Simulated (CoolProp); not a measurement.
Saturation properties of ammonia (Tc = 405.6 K, pc = 113.6 bar, ω = 0.256).

Computed with CoolProp (reference Helmholtz-energy equation of state, Gao 2020).

```tsv
T (K)	p (bar)	liquid density (kg/m³)	enthalpy of vaporisation (kJ/kg)	liquid cp (kJ/(kg K))	vapour Z	liquid viscosity (µPa s)
258.8	2.427	657.7	1311	4.541	0.9520	200
269.8	3.780	643.2	1274	4.592	0.9366	176
280.8	5.665	628.1	1234	4.653	0.9183	157
291.8	8.207	612.4	1192	4.729	0.8969	140
302.9	11.58	595.7	1146	4.823	0.8719	126
313.9	15.87	578.4	1096	4.942	0.8436	113
324.9	21.27	560.0	1042	5.096	0.8115	102
335.9	27.94	540.2	982.3	5.299	0.7753	92.1
347	36.15	518.6	915.1	5.580	0.7339	82.8
358	45.95	494.9	839.7	5.987	0.6875	74.3
369	57.61	468.1	752.6	6.635	0.6342	66.3
380.1	71.53	435.9	647.0	7.854	0.5710	58.3
```

It boils at 239.8 K under 1 atm.

Viscosity comes from a separate model (Fenghour 1995).
